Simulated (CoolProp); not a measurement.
Vapour-liquid equilibrium of ethane (1) + C2F6 (R116) (2) at 0.647 MPa; x and y are mole fractions of (1).

Values from CoolProp's multi-fluid Helmholtz-energy mixture model, Bücker 2006 and Lemmon 2006; pair parameters Bell 2016.

| x | bubble temperature, mixture model (°C) | bubble temperature, Raoult's law (°C) | y, mixture model | y, Raoult's law |
|---|---|---|---|---|
| 0.05 | -38.0 | -35.5 | 0.130 | 0.069 |
| 0.125 | -42.1 | -36.4 | 0.288 | 0.169 |
| 0.2 | -45.3 | -37.2 | 0.405 | 0.263 |
| 0.275 | -47.6 | -38.1 | 0.488 | 0.352 |
| 0.35 | -49.1 | -38.9 | 0.547 | 0.436 |
| 0.425 | -50.1 | -39.7 | 0.588 | 0.515 |
| 0.5 | -50.7 | -40.5 | 0.620 | 0.590 |
| 0.575 | -51.1 | -41.3 | 0.645 | 0.662 |
| 0.65 | -51.2 | -42.1 | 0.668 | 0.729 |
| 0.725 | -51.2 | -42.8 | 0.694 | 0.793 |
| 0.8 | -50.9 | -43.6 | 0.728 | 0.853 |
| 0.875 | -50.1 | -44.3 | 0.783 | 0.911 |
| 0.95 | -48.1 | -45.0 | 0.883 | 0.965 |

The largest gap from Raoult's law is -10.4 K in bubble temperature, at x = 0.425. y crosses x between x = 0.65 and 0.725: the model has an azeotrope there.

Pair parameters are fitted to limited data, so mixtures are less certain than the pure fluids.
